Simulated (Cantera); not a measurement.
A closed system holds: 1 mol CO, 0.29 mol O2, 3.1 mol N2, at 1325 °C and 10.0 mbar.

Equilibrium computed with Cantera from the NASA thermochemical tables; the gas is ideal and each condensed phase is pure. Candidate condensed phases: C; 24 gas species. The numbers say what is thermodynamically allowed, not how fast it happens.

Base state: N2 0.756, CO2 0.141, CO 0.102 (mole fractions); condensed: gas only.

### Question
What changes in the equilibrium state with this change: O2 from 0.29 to 0.18 mol?

### Answer
```
species  before   after
-------  ------  ------
N2        0.756   0.756
CO        0.102   0.156
CO2       0.141  0.0878
```
